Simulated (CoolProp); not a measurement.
Vapour-liquid equilibrium of benzene (1) + ethylbenzene (2) at 1000 kPa; x and y are mole fractions of (1).

Values from CoolProp's multi-fluid Helmholtz-energy mixture model, Thol 2012 and Zhou 2012; pair parameters Bell 2016.

```json
[
 {"x": "0.05", "bubble temperature, mixture model (K)": "517.4", "bubble temperature, Raoult's law (K)": "515.7", "y, mixture model": "(withheld)", "y, Raoult's law": "0.135"},
 {"x": "0.125", "bubble temperature, mixture model (K)": "511.0", "bubble temperature, Raoult's law (K)": "507.6", "y, mixture model": "(withheld)", "y, Raoult's law": "0.302"},
 {"x": "0.2", "bubble temperature, mixture model (K)": "504.8", "bubble temperature, Raoult's law (K)": "500.3", "y, mixture model": "0.354", "y, Raoult's law": "0.435"},
 {"x": "0.275", "bubble temperature, mixture model (K)": "498.8", "bubble temperature, Raoult's law (K)": "493.7", "y, mixture model": "0.462", "y, Raoult's law": "0.543"},
 {"x": "0.35", "bubble temperature, mixture model (K)": "492.9", "bubble temperature, Raoult's law (K)": "487.7", "y, mixture model": "0.558", "y, Raoult's law": "0.632"},
 {"x": "0.425", "bubble temperature, mixture model (K)": "487.3", "bubble temperature, Raoult's law (K)": "482.2", "y, mixture model": "0.642", "y, Raoult's law": "0.705"},
 {"x": "0.5", "bubble temperature, mixture model (K)": "481.8", "bubble temperature, Raoult's law (K)": "477.2", "y, mixture model": "(withheld)", "y, Raoult's law": "0.767"},
 {"x": "0.575", "bubble temperature, mixture model (K)": "476.6", "bubble temperature, Raoult's law (K)": "472.5", "y, mixture model": "(withheld)", "y, Raoult's law": "0.819"},
 {"x": "0.65", "bubble temperature, mixture model (K)": "471.6", "bubble temperature, Raoult's law (K)": "468.2", "y, mixture model": "0.834", "y, Raoult's law": "0.863"},
 {"x": "0.725", "bubble temperature, mixture model (K)": "466.8", "bubble temperature, Raoult's law (K)": "464.2", "y, mixture model": "0.881", "y, Raoult's law": "0.900"},
 {"x": "0.8", "bubble temperature, mixture model (K)": "462.3", "bubble temperature, Raoult's law (K)": "460.5", "y, mixture model": "0.921", "y, Raoult's law": "0.933"},
 {"x": "0.875", "bubble temperature, mixture model (K)": "458.1", "bubble temperature, Raoult's law (K)": "457.0", "y, mixture model": "0.955", "y, Raoult's law": "0.961"},
 {"x": "0.95", "bubble temperature, mixture model (K)": "(withheld)", "bubble temperature, Raoult's law (K)": "453.7", "y, mixture model": "0.984", "y, Raoult's law": "0.985"}
]
```

Q: Some entries are withheld; supply them.

A: 
- 0.05, y, mixture model: 0.098
- 0.125, y, mixture model: 0.232
- 0.5, y, mixture model: 0.715
- 0.575, y, mixture model: 0.779
- 0.95, bubble temperature, mixture model (K): 454.1

The largest gap from Raoult's law is +5.2 K in bubble temperature, at x = 0.35. No azeotrope shows between x = 0.05 and 0.95.

The pair parameters rest on a limited set of measurements; away from them the model extrapolates.
